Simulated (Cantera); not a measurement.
Charge: 1 mol MgO, 0.62 mol SO3, 0.1 mol H2O, held at 1773.15 K and 0.0100 bar.

Cantera equilibrium calculation (NASA polynomials, part measured and part estimated; ideal gas, pure solids and liquids). Candidate condensed phases: H2O, H2SO4, Mg, MgO, Mg(OH)2, MgS, MgSO4, S; 26 gas species. Equilibrium is a limit: real reactors are often held back by kinetics, nucleation or transport.

Base state: SO2 0.601, O2 0.300, H2O 0.0959, OH 0.00198, O 0.000515, SO3 0.000381, SO 0.000160, H2 7.32e-5 (mole fractions); condensed: MgO(s).

### Question
What changes in the equilibrium state with this change: temperature from 1773.15 K to 1125 K?

### Answer
| species | before | after |
|---|---|---|
| SO2 | 0.601 | 0.591 |
| O2 | 0.300 | 0.295 |
| H2O | 0.0959 | 0.0979 |
| SO3 | 0.000381 | 0.0158 |
| SO | 0.000160 | 1.19e-9 |
| H | 2.44e-5 | <1e-9 |
| O | 0.000515 | 2.51e-8 |
| H2 | 7.32e-5 | 4.34e-9 |
| OH | 0.00198 | 3.44e-6 |
| MgO(s), mol | 1.000 | 1.00 |
